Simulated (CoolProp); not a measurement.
Values from CoolProp's reference Helmholtz-energy equation of state, Penoncello 2003.

Question: For CHF3 (R23), give the phase and the cp (kJ/(kg K)), cv (kJ/(kg K)), speed of sound (m/s), expansivity (1/kK) at 67.55 °C and 483 bar.

Answer: 
- 67.55 °C and 483 bar: supercritical; cp 1.28, cv 0.815, speed of sound 572, expansivity 2.55
